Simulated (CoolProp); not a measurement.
Vapour-liquid equilibrium of R125 (1) + R115 (2) at 194 K; x and y are mole fractions of (1).

Values from CoolProp's multi-fluid Helmholtz-energy mixture model, Lemmon 2005 and Lemmon 2016; pair parameters Bell 2016.

```
x     bubble pressure, mixture model (MPa)  bubble pressure, Raoult's law (MPa)  y, mixture model  y, Raoult's law
----  ------------------------------------  -----------------------------------  ----------------  ---------------
0.05                               0.01235                              0.01123             0.154            0.073
0.2                                0.01514                              0.01205             0.398            0.272
0.35                               0.01664                              0.01287             0.519            0.446
0.5                                0.01745                              0.01369             0.603            0.600
0.65                               0.01783                              0.01451             0.678            0.736
0.8                                0.01779                              0.01533             0.771            0.857
0.95                               0.01699                              0.01615             0.921            0.966
```

The largest gap from Raoult's law is +29.3 % in bubble pressure, at x = 0.35. y crosses x between x = 0.65 and 0.8: the model has an azeotrope there.

Pair parameters are fitted to limited data, so mixtures are less certain than the pure fluids.
